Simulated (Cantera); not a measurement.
Standard-state values (1 bar) from the NASA 1993 polynomials, evaluated with Cantera. Values are per mole of reaction as written; species without (g) are pure solids or liquids, kept so even where they would boil at 1 bar.

### Question
Between 725 and 1025 K, where is each reaction favourable under standard conditions?
- CaS ⇌ Ca(g) + S

### Answer
- CaS ⇌ Ca(g) + S: ΔG° is 554 kJ at 725 K and 512 kJ at 1025 K; it stays positive (K < 1). ΔH° is 655 kJ and ΔS° 139 J/K at 1025 K.
